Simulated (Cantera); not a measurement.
What does this Cantera script print?

```python
import numpy as np
import cantera as ct

gas_names = """
    N NO NO2 NO3 N2 N2O O O2 O3 Pb PbO Pb2
""".split()
cond_names = """
    Pb(cr) Pb(L) PbO(rd) PbO(yw) PbO(L) PbO2(s) Pb3O4(s)
""".split()


# ... load() reads the species with a 1 bar reference pressure and builds the phases ...
atoms = {
    'Pb': {'Pb': 1},
    'O2': {'O': 2},
    'N2': {'N': 2},
}
top_T = {'Pb3O4(s)': 820}  # K; cautious upper limits of use, not melting points


# ... equilibrate(T, P, feed) seeds the gas with the atoms and calls Mixture.equilibrate('TP', solver="vcs", rtol=1e-11, max_steps=5000) ...
results = []
feed = {'Pb': 1, 'O2': 0.67, 'N2': 2.8}  # mol
P = 13332.2  # Pa
for T in [798, 848, 898, 948, 998, 1048, 1098, 1148, 1198, 1248, 1298, 1348]:
    mix = equilibrate(T, P, feed)
    results.append((T, P, feed, dict(zip(mix.species_names, mix.species_moles))))
    x = sorted(zip(gas.X, gas.species_names), reverse=True)
    print(f"T = {T:g} K  P = {P:g} Pa  gas = {mix.phase_moles(0):.4g} mol")
    print("   x: " + "  ".join(f"{s} {v:.3e}" for v, s in x if v > 1e-06))
    print("   condensed (mol): " + ("  ".join(f"{mix.phase(i).name} {mix.phase_moles(i):.4g}"
          for i in range(1, mix.n_phases) if mix.phase_moles(i) > 1e-12) or "none"))
```

It prints:

```
T = 798 K  P = 13332.2 Pa  gas = 2.97 mol
   x: N2 9.428e-01  O2 5.724e-02  NO 1.105e-06
   condensed (mol): PbO(yw) 1
T = 848 K  P = 13332.2 Pa  gas = 2.97 mol
   x: N2 9.428e-01  O2 5.724e-02  NO 2.490e-06
   condensed (mol): PbO(yw) 1
T = 898 K  P = 13332.2 Pa  gas = 2.97 mol
   x: N2 9.428e-01  O2 5.724e-02  NO 5.124e-06
   condensed (mol): PbO(yw) 1
T = 948 K  P = 13332.2 Pa  gas = 2.97 mol
   x: N2 9.428e-01  O2 5.723e-02  NO 9.773e-06
   condensed (mol): PbO(yw) 1
T = 998 K  P = 13332.2 Pa  gas = 2.97 mol
   x: N2 9.428e-01  O2 5.723e-02  NO 1.747e-05  PbO 2.138e-06
   condensed (mol): PbO(yw) 1
T = 1048 K  P = 13332.2 Pa  gas = 2.97 mol
   x: N2 9.427e-01  O2 5.722e-02  NO 2.955e-05  PbO 1.045e-05
   condensed (mol): PbO(yw) 1
T = 1098 K  P = 13332.2 Pa  gas = 2.97 mol
   x: N2 9.427e-01  O2 5.721e-02  NO 4.765e-05  PbO 4.399e-05
   condensed (mol): PbO(yw) 0.9999
T = 1148 K  P = 13332.2 Pa  gas = 2.97 mol
   x: N2 9.426e-01  O2 5.719e-02  PbO 1.625e-04  NO 7.369e-05
   condensed (mol): PbO(yw) 0.9995
T = 1198 K  P = 13332.2 Pa  gas = 2.971 mol
   x: N2 9.422e-01  O2 5.716e-02  PbO 4.911e-04  NO 1.099e-04  Pb 2.169e-06
   condensed (mol): PbO(L) 0.9985
T = 1248 K  P = 13332.2 Pa  gas = 2.974 mol
   x: N2 9.414e-01  O2 5.709e-02  PbO 1.320e-03  NO 1.586e-04  Pb 9.683e-06
   condensed (mol): PbO(L) 0.996
T = 1298 K  P = 13332.2 Pa  gas = 2.98 mol
   x: N2 9.395e-01  O2 5.696e-02  PbO 3.270e-03  NO 2.222e-04  Pb 3.836e-05
   condensed (mol): PbO(L) 0.9901
T = 1348 K  P = 13332.2 Pa  gas = 2.993 mol
   x: N2 9.353e-01  O2 5.671e-02  PbO 7.537e-03  NO 3.029e-04  Pb 1.368e-04
   condensed (mol): PbO(L) 0.977
```

Equilibrium computed with Cantera from the NASA thermochemical tables; the gas is ideal and each condensed phase is pure. Gases not in the tables: (PbO)n polymers.
